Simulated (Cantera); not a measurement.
Charge: 1 mol Ta2O5, 0.48 mol C, 1.5 mol H2, held at 923.15 K and 2.90 bar.

Equilibrium computed with Cantera from the NASA thermochemical tables; the gas is ideal and each condensed phase is pure. Candidate condensed phases: C, C6H6, C7H8, C8H18, H2O, Ta, TaC, Ta2O5; 113 gas species. Equilibrium is a limit: real reactors are often held back by kinetics, nucleation or transport.

Base state: H2 0.684, CH4 0.315, H2O 4.26e-5, CO 1.39e-5, C2H6 1.24e-5 (mole fractions); condensed: C(graphite) + Ta2O5(s).

What changes in the equilibrium state with this change: temperature from 923.15 K to 2175 K?


| species | before | after |
|---|---|---|
| H2 | 0.684 | 0.807 |
| CO | 1.39e-5 | 0.184 |
| H2O | 4.26e-5 | 0.00670 |
| CH4 | 0.315 | 2.08e-6 |
| H | <1e-9 | 0.00257 |
| CO2 | 1.77e-9 | 0.000294 |
| C2H6 | 1.24e-5 | <1e-9 |
| C(graphite), mol | 0.120 | 0 |
| Ta2O5(s), mol | 1.000 | 0 |
| TaC(s), mol | 0 | 0.141 |
| Ta2O5(l), mol | 0 | 0.930 |
Mutual solubility and eutectic melting of coexisting phases are not modelled. TaC: taken at fixed stoichiometry. Condensed phases not in the tables: Ta2C.
